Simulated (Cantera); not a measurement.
An adiabatic, constant-pressure homogeneous reactor starts with 5.52 % CH4, 7.89 % O2, 86.6 % N2, equivalence ratio 1.4, at 1450 K and 28.0 bar.

Detailed kinetics in Cantera: GRI-Mech 3.0 (53 species, 325 reactions). The pressure lies above the range GRI-Mech 3.0 was tuned for (to about 10 atm).

Q: Predict: time of steepest temperature rise; temperature at 10.0 s; equilibrium temperature; x(O2) at 10.0 s; x(H) at 10.0 s; x(CO2) at 10.0 s; x(NO) at 10.0 s.

A: 
| Item | Result |
|---|---|
| time of steepest temperature rise | 0.415 ms |
| temperature at 10.0 s | 2169 K |
| equilibrium temperature | 2169 K |
| x(O2) at 10.0 s | 2.80e-7 (gas-phase equilibrium 2.80e-7) |
| x(H) at 10.0 s | 0.000147 (gas-phase equilibrium 0.000147) |
| x(CO2) at 10.0 s | 0.0195 (gas-phase equilibrium 0.0195) |
| x(NO) at 10.0 s | 1.41e-5 (gas-phase equilibrium 1.41e-5) |
